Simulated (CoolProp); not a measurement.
Properties of nitrous oxide at several states (Tc = 309.5 K, pc = 7245 kPa, ω = 0.161).

Computed with CoolProp (reference Helmholtz-energy equation of state, Lemmon 2006). It is a short technical equation, of lower accuracy than the large ones.

| T (K) | p (kPa) | phase | density (kg/m³) | cv (kJ/(kg K)) | speed of sound (m/s) | Joule-Thomson coefficient (K/MPa) | expansivity (1/kK) |
|---|---|---|---|---|---|---|---|
| 270.5 | 51.5 | gas | 1.012 | 0.6597 | 255.9 | 13.67 | 3.740 |
| 199.9 | 4160 | liquid | 1191 | 0.9418 | 1058 | ___ | ___ |
| 441 | 308 | gas | 3.713 | ___ | 319.8 | ___ | 2.306 |
| 272.1 | 15.6 | gas | 0.3038 | 0.6604 | ___ | 13.45 | 3.688 |

Task: Fill in the missing entries.

Result: 
- 199.9, Joule-Thomson coefficient (K/MPa): -0.2414
- 199.9, expansivity (1/kK): 2.525
- 441, cv (kJ/(kg K)): 0.8132
- 441, Joule-Thomson coefficient (K/MPa): 4.512
- 272.1, speed of sound (m/s): 257.0
